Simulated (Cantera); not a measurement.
An isothermal, constant-pressure homogeneous reactor starts with CH4 : N2 = 5 : 62 (molar parts), at 1348 K and 263 Torr.

Cantera simulation using GRI-Mech 3.0 (53 species, 325 reactions); the numbers are that mechanism's predictions, not measurements. GRI-Mech 3.0 stops at C3 and has no aromatics, soot or wall deposition, so with more carbon than oxygen in the feed, carbon stays in small species such as C2H2 where larger ones or solid carbon would form.

Q: Predict: x(CH4) at 60.0 s; x(C2H6) at 60.0 s; x(H) at 60.0 s; x(C2H4) at 60.0 s.

A: 
```json
{
  "x(CH4) at 60.0 s": "0.0405 (gas-phase equilibrium 0.00571)",
  "x(C2H6) at 60.0 s": "1.20e-5 (gas-phase equilibrium 5.92e-7)",
  "x(H) at 60.0 s": "4.46e-7 (gas-phase equilibrium 1.22e-6)",
  "x(C2H4) at 60.0 s": "0.000480 (gas-phase equilibrium 0.000563)"
}
```
